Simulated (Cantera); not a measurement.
An adiabatic, constant-volume homogeneous reactor starts with CH₄ : C₂H₆ : O₂ : N₂ = 1 : 0.21 : 1.24 : 7.83 (molar parts), equivalence ratio 2.2, at 1275 K and 1.00 bar. Integrator tolerance rtol = 1e-08.

Detailed kinetics in Cantera: GRI-Mech 3.0 (53 species, 325 reactions).

### Question
What does this change do: C2H6 0.21 to 0.099 parts?

### Answer
```tsv
quantity	before	after
time of steepest temperature rise	2.02 ms	5.12 ms
temperature at 0.100 s	2254 K	2384 K
equilibrium temperature	2254 K	2384 K
x(CH₄) at 0.100 s	1.64e-10 (gas-phase equilibrium 1.85e-10)	2.32e-11 (gas-phase equilibrium 2.61e-11)
x(C₂H₆) at 0.100 s	<1e-12 (gas-phase equilibrium <1e-12)	<1e-12 (gas-phase equilibrium <1e-12)
x(O₂) at 0.100 s	3.77e-7 (gas-phase equilibrium 3.77e-7)	4.76e-6 (gas-phase equilibrium 4.76e-6)
x(C₂H) at 0.100 s	<1e-12 (gas-phase equilibrium <1e-12)	<1e-12 (gas-phase equilibrium <1e-12)
x(NO₂) at 0.100 s	4.73e-11 (gas-phase equilibrium 3.97e-11)	5.76e-10 (gas-phase equilibrium 5.76e-10)
x(H₂O₂) at 0.100 s	2.69e-10 (gas-phase equilibrium 2.70e-10)	1.67e-9 (gas-phase equilibrium 1.67e-9)
```
